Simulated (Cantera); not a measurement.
A Cantera script and its output.

```python
import numpy as np
import cantera as ct

gas = ct.Solution("gri30.yaml")
gas.TPX = 450, 1700000, {'CH4': 1, 'C2H6': 0.16, 'C3H8': 0.038, 'O2': 3.02, 'N2': 11.4, 'H2': 0.04}
inlet = ct.Reservoir(gas, clone=True)
gas.equilibrate("HP")  # start burning
reactor = ct.IdealGasConstPressureReactor(gas, energy="on", clone=False)
exhaust = ct.Reservoir(gas, clone=True)
tau = [0.052, 0.022, 0.0092, 0.0038, 0.0016, 0.00067, 0.00028, 0.00012, 4.9e-05, 2.1e-05, 8.6e-06, 3.6e-06][0]
for a, b in ((inlet, reactor), (reactor, exhaust)):
    ct.MassFlowController(a, b, mdot=lambda t: reactor.mass / tau)
net = ct.ReactorNet([reactor])
show = ['CH4', 'C2H6', 'C3H8', 'CH2O', 'HCO']

rows = []
print(f"{'tau/s':>10s}{'T/K':>9s}" + "".join(f"{s:>11s}" for s in show))
for tau in [0.052, 0.022, 0.0092, 0.0038, 0.0016, 0.00067, 0.00028, 0.00012, 4.9e-05, 2.1e-05, 8.6e-06, 3.6e-06]:
    net.initial_time = 0.0
    net.advance(30 * tau)
    before = gas.X
    net.advance(40 * tau)
    drift = np.max(np.abs(gas.X - before) / (gas.X + 1e-9))
    rows.append([gas.T, *gas[show].X, drift])
    print(f"{tau:10.3e}{gas.T:9.1f}" + "".join(f"{x:11.3e}" for x in gas[show].X))
```

It prints:

```
     tau/s      T/K        CH4       C2H6       C3H8       CH2O        HCO
 5.200e-02   2289.5  6.151e-07  1.083e-08  2.931e-09  1.216e-07  2.993e-09
 2.200e-02   2290.2  1.416e-06  2.527e-08  6.839e-09  2.829e-07  6.605e-09
 9.200e-03   2289.8  3.257e-06  5.952e-08  1.609e-08  6.582e-07  1.535e-08
 3.800e-03   2286.8  7.392e-06  1.415e-07  3.801e-08  1.511e-06  3.673e-08
 1.600e-03   2279.5  1.579e-05  3.271e-07  8.674e-08  3.264e-06  8.678e-08
 6.700e-04   2265.5  3.221e-05  7.490e-07  1.939e-07  6.702e-06  2.066e-07
 2.800e-04   2242.1  6.363e-05  1.693e-06  4.221e-07  1.314e-05  4.937e-07
 1.200e-04   2207.6  1.240e-04  3.728e-06  8.845e-07  2.479e-05  1.155e-06
 4.900e-05   2152.8  2.694e-04  8.924e-06  1.986e-06  5.005e-05  2.852e-06
 2.100e-05   2061.8  7.298e-04  2.539e-05  5.202e-06  1.157e-04  6.764e-06
 8.600e-06    450.0  6.387e-02  1.022e-02  2.427e-03 -1.512e-17 -6.390e-36
 3.600e-06    450.0  6.387e-02  1.022e-02  2.427e-03 -1.094e-20 -4.766e-39
```

Computed with Cantera and GRI-Mech 3.0 (53 species, 325 reactions). The pressure lies above the range GRI-Mech 3.0 was tuned for (to about 10 atm).
